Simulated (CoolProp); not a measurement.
Saturation properties of acetone.

Model: reference Helmholtz-energy equation of state, Lemmon 2006, in CoolProp. It is a short technical equation, of lower accuracy than the large ones.

```tsv
T (K)	p (MPa)	liquid density (kg/m³)	liquid cp (kJ/(kg K))	surface tension (mN/m)
362.1	0.2775	708.4	2.344	14.9
368.7	0.3316	699.8	2.371	14.1
375.3	0.3933	690.9	2.399	13.3
381.9	0.4635	681.9	2.428	12.6
388.5	0.5429	672.7	2.460	11.8
395.1	0.6323	663.2	2.493	11.1
401.7	0.7325	653.4	2.528	10.3
408.3	0.8442	643.3	2.567	9.58
414.9	0.9683	632.8	2.608	8.85
421.5	1.106	622.0	2.654	8.13
428	1.255	610.9	2.703	7.43
434.6	1.422	599.2	2.759	6.72
441.2	1.605	586.9	2.822	6.03
447.8	1.805	573.9	2.894	5.34
```

It boils at 329.2 K under 1 atm.

Surface tension comes from a separate correlation (Mulero 2012).
